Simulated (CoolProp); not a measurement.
Model: reference Helmholtz-energy equation of state, Lemmon 2005, in CoolProp. It is a short technical equation, of lower accuracy than the large ones.

**Question.** For 1-butene, give the phase and the density (kg/m³), cp (kJ/(kg K)), cv (kJ/(kg K)), speed of sound (m/s) at -48.55 °C and 0.405 MPa.

**Answer.** 
- -48.55 °C and 0.405 MPa: liquid; density 673, cp 2.02, cv 1.38, speed of sound 1290
